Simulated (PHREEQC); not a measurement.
Dissolve 0.0079 mol H3PO4 and 0.022 mol Na2SO4 per kg of water at 25 °C. Closed to the air; pH follows from the charge balance.

Model: ion-association model, phreeqc.dat, run in PHREEQC.

```tsv
quantity	before	after
pH	2.55	2.34
ionic strength (mol/kgw)	0.0635	0.00487
H2PO4- (mol/kgw)	0.00593	0.00487
HPO4-2 (mol/kgw)	2.46e-7	8.29e-8
```

Task: What was changed between the two runs?
A. H3PO4 from 0.0079 to 0.00711 mol/kgw
B. temperature from 25 to 40 °C
C. diluted 2-fold with water
D. Na2SO4 left out
E. Na2SO4 from 0.022 to 0.22 mol/kgw

Result: D, Na2SO4 left out

This is a speciation only: nothing precipitates in the calculation.
